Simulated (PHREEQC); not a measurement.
Solution (13 °C): 0.044 mol NaH2PO4 and 0.00025 mol KCl per kg of water. Closed to the air; pH follows from the charge balance.

The numbers come from PHREEQC with the ion-association model, wateq4f.dat.

The ionic strength comes out as 0.0444 mol/kgw. What activity coefficients do HPO4-2, Na+, Cl-, H+, NaHPO4- get?

HPO4-2 0.49, Na+ 0.83, Cl- 0.82, H+ 0.86, NaHPO4- 0.84.

Precipitation was switched off in this run. H3PO4, which wateq4f.dat lacks, is added to it with the constant of phreeqc.dat. Constants without temperature data keep their 25 °C values here.
